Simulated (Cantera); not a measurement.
Thermodynamics of thermal oxidation and active oxidation of silicon, feed Si + O2 + N2

Input: 1 mol Si, 0.0023 mol O2, 47 mol N2.

Equilibrium computed with Cantera from the NASA thermochemical tables; the gas is ideal and each condensed phase is pure. Candidate condensed phases: Si, SiO2, Si2N2O, Si3N4; 16 gas species. N2 is the only nitrogen source here; it is nearly inert below about 1500 K, so the nitride shown seldom forms there in practice. Mutual solubility and eutectic melting of coexisting phases are not modelled. Equilibrium is a limit: real reactors are often held back by kinetics, nucleation or transport.

Stable condensed phases:

```
T in K \ P in Pa
            0.10       1      10     100    1000   10000  100000 1000000
   1700        A       A       B       B       C       C       D       D
   1600        A       B       B       C       C       D       D       D
   1500        B       B       C       C       D       D       D       D
   1400        B       C       C       D       D       D       D       D
   1300        C       C       D       D       D       D       D       D
   1200        D       D       D       D       D       D       D       D
   1100        D       D       D       D       D       D       D       D
   1000        D       D       D       D       D       D       D       D
    900        D       D       D       D       D       D       D       D
```

A: gas only; B: Si; C: Si3N4; D: Si2N2O + Si3N4.
